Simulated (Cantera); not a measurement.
# Low-pressure radical oxidation in H2/O2

An isothermal, constant-pressure homogeneous reactor starts with H2 : O2 = 0.66 : 1 (molar parts), equivalence ratio 0.33, at 1448 K and 0.0263 atm.

Computed with Cantera and GRI-Mech 3.0 (53 species, 325 reactions). Radical loss at walls, strong at low pressure, is not modelled. The temperature is held fixed by assumption; the heat of reaction is taken as removed at once.

```tsv
t (s)	x H2	x O2	x H2O	x H2O2	x HO2
6.00e-6	0.398	0.602	1.36e-8	1.52e-10	1.28e-7
2.38e-5	0.398	0.602	6.12e-7	2.32e-9	5.04e-7
9.42e-5	0.397	0.602	0.000217	3.33e-8	2.10e-6
0.000373	0.0355	0.402	0.276	5.91e-7	1.11e-5
0.00148	0.0313	0.423	0.324	6.93e-7	1.28e-5
0.00586	0.0132	0.475	0.440	7.59e-7	1.52e-5
0.0232	0.000893	0.501	0.491	2.45e-7	4.65e-6
0.0921	6.36e-5	0.503	0.495	5.19e-8	5.68e-7
0.365	9.48e-6	0.504	0.496	1.44e-8	2.18e-7
1.45	4.07e-6	0.504	0.496	8.85e-9	2.28e-7
5.73	3.97e-6	0.504	0.496	8.74e-9	2.29e-7
22.7	3.97e-6	0.504	0.496	8.74e-9	2.29e-7
90.0	3.97e-6	0.504	0.496	8.74e-9	2.29e-7
```
x: mole fraction; the columns are a selection and need not sum to one.

Equilibrium at this temperature and pressure: H2 3.97e-6, O2 0.504, H2O 0.496, H2O2 8.74e-9, HO2 2.29e-7 (gas phase only).
